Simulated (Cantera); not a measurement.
# Adiabatic ignition

An adiabatic, constant-pressure homogeneous reactor starts with CH₄ : C₂H₆ : O₂ : N₂ = 1 : 0.08 : 3.68 : 13.8 (molar parts), equivalence ratio 0.62, at 1225 K and 180 Torr.

Detailed kinetics in Cantera: GRI-Mech 3.0 (53 species, 325 reactions).

| t (s) | T (K) | x CH₄ | x C₂H₆ | x O₂ | x CH₂O | x H₂ |
|---|---|---|---|---|---|---|
| 6.00e-6 | 1225 | 0.0539 | 0.00431 | 0.198 | 5.23e-11 | 1.53e-11 |
| 1.47e-5 | 1225 | 0.0539 | 0.00431 | 0.198 | 3.25e-10 | 7.85e-11 |
| 3.61e-5 | 1225 | 0.0539 | 0.00431 | 0.198 | 1.99e-9 | 4.64e-10 |
| 8.86e-5 | 1225 | 0.0539 | 0.00431 | 0.198 | 1.21e-8 | 3.07e-9 |
| 0.000217 | 1225 | 0.0539 | 0.00431 | 0.198 | 7.34e-8 | 2.03e-8 |
| 0.000533 | 1225 | 0.0539 | 0.00431 | 0.198 | 4.62e-7 | 1.39e-7 |
| 0.00131 | 1225 | 0.0539 | 0.00430 | 0.198 | 3.40e-6 | 1.21e-6 |
| 0.00321 | 1225 | 0.0538 | 0.00427 | 0.198 | 3.89e-5 | 1.77e-5 |
| 0.00788 | 1230 | 0.0527 | 0.00398 | 0.197 | 0.000567 | 0.000358 |
| 0.0193 | 2337 | <1e-12 | <1e-12 | 0.0747 | 1.68e-12 | 0.00263 |
| 0.0474 | 2349 | <1e-12 | <1e-12 | 0.0736 | 1.46e-12 | 0.00231 |
| 0.116 | 2345 | <1e-12 | <1e-12 | 0.0720 | 1.42e-12 | 0.00228 |
| 0.285 | 2341 | <1e-12 | <1e-12 | 0.0706 | 1.38e-12 | 0.00225 |
| 0.700 | 2340 | <1e-12 | <1e-12 | 0.0703 | 1.38e-12 | 0.00224 |
x: mole fraction; the columns are a selection and need not sum to one.

```json
{
  "time_of_steepest_temperature_rise": "12.0 ms",
  "temperature at 0.700 s": "2340 K",
  "equilibrium_temperature": "2340 K",
  "x(CH₄) at 0.700 s": "<1e-12 (gas-phase equilibrium <1e-12)",
  "x(C₂H₆) at 0.700 s": "<1e-12 (gas-phase equilibrium <1e-12)",
  "x(O₂) at 0.700 s": "0.0703 (gas-phase equilibrium 0.0703)"
}
```
